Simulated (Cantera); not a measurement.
A Cantera script and what it prints.

```python
import numpy as np
import cantera as ct

gas_names = """
    H HO2 H2 H2O H2O2 O OH O2 O3 Pb PbO Pb2
""".split()
cond_names = """
    H2O(s) H2O(L) Pb(cr) Pb(L) PbO(rd) PbO(yw) PbO(L) PbO2(s) Pb3O4(s)
""".split()


def load(file, names, dense=False):
    # The tables refer to 1 bar. Condensed volumes are neglected.
    table = {s.name: s for s in ct.Species.list_from_file(file)}
    out = []
    for n in names:
        d = dict(table[n].input_data)
        d["thermo"] = dict(d["thermo"], **{"reference-pressure": 1e5})
        if dense:
            d["equation-of-state"] = {"model": "constant-volume", "density": "1e6 g/cm^3"}
        out.append(ct.Species.from_dict(d))
    return out


gas = ct.Solution(thermo="ideal-gas", species=load("nasa_gas.yaml", gas_names))
cond = {s.name: ct.Solution(thermo="fixed-stoichiometry", species=[s], name=s.name)
        for s in load("nasa_condensed.yaml", cond_names, dense=True)}
atoms = {
    'PbO': {'Pb': 1, 'O': 1},
    'H2': {'H': 2},
}
top_T = {'Pb3O4(s)': 820}  # K; cautious upper limits of use, not melting points


def equilibrate(T, P, feed):
    n = {}
    for name, mol in feed.items():
        for a, k in atoms[name].items():
            n[a] = n.get(a, 0.0) + k * mol
    gas.TPX = T, P, n
    mass = sum(n.values()) * gas.mean_molecular_weight
    gas.equilibrate("TP")
    valid = [c for c in cond.values() if c.min_temp <= T <= top_T.get(c.name, c.max_temp)]
    mix = ct.Mixture([(gas, mass / gas.mean_molecular_weight)] + [(c, 0.0) for c in valid])
    mix.T, mix.P = T, P
    mix.equilibrate("TP", solver="vcs", rtol=1e-11, max_steps=5000)
    return mix


results = []
feed = {'PbO': 1, 'H2': 0.27}  # mol
P = 31  # Pa
for T in [625, 700, 775, 850, 925, 1000, 1075, 1150, 1225, 1300, 1375, 1450, 1525, 1600]:
    mix = equilibrate(T, P, feed)
    results.append((T, P, feed, dict(zip(mix.species_names, mix.species_moles))))

top = {s: max(r[3][s] / sum(r[3][g] for g in gas_names) for r in results) for s in gas_names}
cols = sorted((s for s in top if top[s] > 0.0001), key=lambda s: -top[s])[:8]
seen = [c for c in cond_names if any(r[3].get(c, 0) > 1e-12 for r in results)]
print("log10 of partial pressures in bar; condensed amounts in mol")
print(f"{'T/K':>10s}" + "".join(f"{s[:9]:>10s}" for s in cols + seen))
for T, P, feed, n in results:
    ng = sum(n[g] for g in gas_names)
    print(f"{T:10.4g}" + "".join(f"{np.log10(max(n[s] / ng * P / 1e5, 1e-99)):10.3f}" for s in cols)
          + "".join(f"{n.get(c, 0):10.4g}" for c in seen))
```

Result:

```
log10 of partial pressures in bar; condensed amounts in mol
       T/K       H2O       PbO        Pb        O2        OH         O        H2     Pb(L)   PbO(rd)   PbO(yw)    PbO(L)
       625    -3.509   -15.318   -10.632   -26.244   -19.666   -30.818    -8.163      0.27      0.73         0         0
       700    -3.509   -12.781    -8.953   -22.282   -17.226   -26.587    -7.948      0.27      0.73         0         0
       775    -3.509   -10.746    -7.604   -19.098   -15.260   -23.177    -7.764      0.27         0      0.73         0
       850    -3.509    -9.080    -6.497   -16.485   -13.643   -20.372    -7.605    0.2697         0      0.73         0
       925    -3.512    -7.691    -5.573   -14.302   -12.290   -18.024    -7.469    0.2676         0      0.73         0
      1000    -3.532    -6.516    -4.791   -12.453   -11.150   -16.030    -7.364    0.2551         0    0.7298         0
      1075    -3.637    -5.511    -4.120   -10.868   -10.213   -14.316    -7.357    0.1812         0    0.7264         0
      1150    -3.843    -4.643    -3.843    -8.886    -9.305   -12.523    -7.767         0         0    0.6872         0
      1225    -4.009    -3.947    -4.006    -6.470    -8.332   -10.611    -8.449         0         0         0    0.4174
      1300    -4.189    -3.783    -4.124    -5.284    -7.725    -9.394    -8.608         0         0         0         0
      1375    -4.198    -3.828    -4.063    -4.941    -7.287    -8.666    -8.242         0         0         0         0
      1450    -4.210    -3.893    -3.996    -4.709    -6.915    -8.052    -7.879         0         0         0         0
      1525    -4.224    -3.977    -3.935    -4.551    -6.594    -7.522    -7.529         0         0         0         0
      1600    -4.238    -4.074    -3.883    -4.441    -6.312    -7.059    -7.196         0         0         0         0
```

These are equilibrium values from Cantera (NASA tables, ideal gas, pure condensed phases), not measurements of a reactor. Mutual solubility and eutectic melting of coexisting phases are not modelled. Gases not in the tables: (PbO)n polymers.
